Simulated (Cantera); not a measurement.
A Cantera script and what it prints.

```python
import numpy as np
import cantera as ct

gas_names = """
    H H2 N NH NH2 NH3 N2 N2H2 N2H4 Si SiH SiH2 SiH3 SiH4 SiN Si2 Si2N Si3
""".split()
cond_names = """
    Si(cr) Si(L) Si3N4(a)
""".split()


# ... load() reads the species with a 1 bar reference pressure and builds the phases ...
atoms = {
    'SiH4': {'Si': 1, 'H': 4},
    'NH3': {'N': 1, 'H': 3},
    'H2': {'H': 2},
}
top_T = {'Si3N4(a)': 2400}  # K; cautious upper limits of use, not melting points


# ... equilibrate(T, P, feed) seeds the gas with the atoms and calls Mixture.equilibrate('TP', solver="vcs", rtol=1e-11, max_steps=5000) ...
results = []
feed = {'SiH4': 1, 'NH3': 0.26, 'H2': 3.5}  # mol
P = 120  # Pa
for T in [825, 925, 1025, 1125, 1225, 1325, 1425, 1525, 1625, 1725, 1825, 1925, 2025]:
    mix = equilibrate(T, P, feed)
    results.append((T, P, feed, dict(zip(mix.species_names, mix.species_moles))))

top = {s: max(r[3][s] / sum(r[3][g] for g in gas_names) for r in results) for s in gas_names}
cols = sorted((s for s in top if top[s] > 0.001), key=lambda s: -top[s])[:9]
seen = [c for c in cond_names if any(r[3].get(c, 0) > 1e-12 for r in results)]
print("log10 of partial pressures in bar; condensed amounts in mol")
print(f"{'T/K':>10s}" + "".join(f"{s[:9]:>10s}" for s in cols + seen))
for T, P, feed, n in results:
    ng = sum(n[g] for g in gas_names)
    print(f"{T:10.4g}" + "".join(f"{np.log10(max(n[s] / ng * P / 1e5, 1e-99)):10.3f}" for s in cols)
          + "".join(f"{n.get(c, 0):10.4g}" for c in seen))
```

Output:

```
log10 of partial pressures in bar; condensed amounts in mol
       T/K        H2         H        Si        N2       SiH    Si(cr)     Si(L)  Si3N4(a)
       825    -2.921   -12.561   -20.718   -14.926   -19.493     0.805         0     0.065
       925    -2.921   -11.045   -17.649   -12.368   -16.944     0.805         0     0.065
      1025    -2.921    -9.821   -15.181   -10.312   -14.896     0.805         0     0.065
      1125    -2.921    -8.813   -13.154    -8.624   -13.216     0.805         0   0.06499
      1225    -2.921    -7.967   -11.461    -7.215   -11.814    0.8054         0   0.06485
      1325    -2.921    -7.247   -10.025    -6.022   -10.625     0.812         0   0.06267
      1425    -2.925    -6.628    -8.793    -5.000    -9.608    0.8793         0   0.04024
      1525    -2.931    -6.091    -7.724    -4.587    -8.727    0.9999         0         0
      1625    -2.931    -5.617    -6.788    -4.587    -7.954    0.9991         0         0
      1725    -2.933    -5.198    -5.993    -4.588    -7.305         0    0.9944         0
      1825    -2.938    -4.825    -5.342    -4.591    -6.785         0    0.9753         0
      1925    -2.949    -4.494    -4.759    -4.599    -6.323         0    0.9047         0
      2025    -2.977    -4.204    -4.235    -4.622    -5.917         0    0.6662         0
```

Cantera equilibrium calculation (NASA polynomials, part measured and part estimated; ideal gas, pure solids and liquids). Mutual solubility and eutectic melting of coexisting phases are not modelled. The tables' values for SiN are old estimates; treat these amounts as uncertain. Gases not in the tables: Si2H6 and higher silanes.
